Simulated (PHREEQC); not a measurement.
PHREEQC input (ion-association model, phreeqc.dat):

```
SOLUTION 0
  temp 15
  units mmol/kgw
  pH 7 charge
  Cl 40.01
  Cd 20
  Br 7.6
  K 7.6
  O(0) 1 O2(g) -0.68
SOLUTION 1-40
  temp 15
  units mmol/kgw
  pH 7 charge
  Cl 1.83
  Ba 0.91
  O(0) 1 O2(g) -0.68
END
EXCHANGE 1-40
  X 0.024
  -equilibrate 1
END
SELECTED_OUTPUT 1
  -reset false
  -pH true
  -pe true
  -ionic_strength true
  -water true
  -step true
  -totals Ba Br Cd Cl K
  -molalities CdX2 BaX2 KX
  -saturation_indices Sylvite Cd(OH)2
PRINT
  -reset false
TRANSPORT
  -cells 40
  -shifts 160
  -lengths 0.005
  -time_step 60
  -dispersivities 0.016
  -boundary_conditions flux flux
  -correct_disp true
  -punch_cells 40
  -punch_frequency 5
END
```

Selected output (columns that matter, 22 of 33 rows; pore volumes added in front):

```
pore volumes	pH	mu	Ba	Br	Cd	Cl	K	m_CdX2	m_BaX2	m_KX	si_Sylvite	si_Cd(OH)2
0	5.0227	0.00274	0.00091	0	0	0.00183	0	0	0.012	0	-1000	-1000
0.2625	5.0228	0.002752	0.00091401	1.3323e-06	2.4938e-25	0.0018367	2.7354e-12	2.3825e-24	0.012	4.1839e-12	-15.197	-28.361
0.3875	5.0248	0.0033474	0.0011124	6.7224e-05	2.0065e-14	0.0021677	5.0796e-08	1.5355e-13	0.012	7.0424e-08	-10.861	-17.472
0.6375	5.0436	0.013665	0.0044618	0.001221	7.1684e-05	0.0079638	0.00010785	9.9131e-05	0.011864	7.4237e-05	-7.0184	-8.1107
0.7625	5.0516	0.022413	0.006715	0.0022963	0.0008953	0.013366	0.00043163	0.00065266	0.01123	0.00023562	-6.2257	-7.1209
1.0125	5.0577	0.03598	0.0082028	0.004467	0.0053089	0.024271	0.0017043	0.0021456	0.009468	0.00077291	-5.4343	-6.4816
1.1375	5.0581	0.039965	0.0079119	0.0053212	0.0077884	0.028562	0.002473	0.0028058	0.0086484	0.0010914	-5.2247	-6.3527
1.3875	5.0573	0.044008	0.0066311	0.0064751	0.011825	0.034359	0.0039116	0.0039506	0.0071897	0.0017193	-4.975	-6.2135
1.5125	5.0567	0.044798	0.0059147	0.0068284	0.013303	0.036134	0.0045174	0.0044553	0.0065419	0.0020055	-4.8999	-6.1734
1.7625	5.0554	0.045153	0.0046068	0.0072482	0.015396	0.038243	0.0054744	0.0053591	0.005391	0.0024998	-4.8042	-6.1211
1.8875	5.0549	0.045011	0.0040462	0.0073651	0.016127	0.03883	0.005839	0.0057646	0.0048817	0.0027074	-4.7736	-6.1034
2.1375	5.0539	0.044488	0.0031129	0.0074969	0.017182	0.039492	0.0063893	0.0064925	0.0039822	0.0030505	-4.7328	-6.0777
2.2625	5.0535	0.044189	0.0027299	0.007532	0.017568	0.039669	0.0065939	0.0068177	0.003587	0.0031906	-4.7192	-6.0681
2.5125	5.0529	0.043612	0.0021006	0.0075707	0.018161	0.039863	0.0069006	0.0073963	0.0028942	0.0034191	-4.7005	-6.0531
2.6375	5.0526	0.043351	0.0018432	0.0075808	0.018392	0.039914	0.0070147	0.0076518	0.0025924	0.0035117	-4.694	-6.0471
2.8875	5.0522	0.042896	0.0014191	0.0075918	0.018763	0.039969	0.0071871	0.0081007	0.0020681	0.0036624	-4.6848	-6.0375
3.0125	5.052	0.042702	0.0012449	0.0075947	0.018913	0.039983	0.0072519	0.0082963	0.0018419	0.0037235	-4.6816	-6.0335
3.2625	5.0517	0.042374	0.0009572	0.0075977	0.019161	0.039999	0.0073508	0.0086354	0.001453	0.0038231	-4.6768	-6.027
3.3875	5.0515	0.042236	0.00083876	0.0075985	0.019263	0.040003	0.0073885	0.0087811	0.0012871	0.0038636	-4.6751	-6.0243
3.6375	5.0513	0.042008	0.00064293	0.0075994	0.019432	0.040007	0.0074468	0.0090305	0.0010047	0.0039296	-4.6726	-6.0199
3.7625	5.0512	0.041913	0.00056235	0.0075996	0.019502	0.040008	0.0074692	0.0091362	0.00088551	0.0039565	-4.6716	-6.018
4.0125	5.0511	0.041756	0.00042932	0.0075998	0.019618	0.040009	0.0075044	0.0093151	0.00068468	0.0040005	-4.6702	-6.015
```

Complexes and solids missing from the database can't appear.
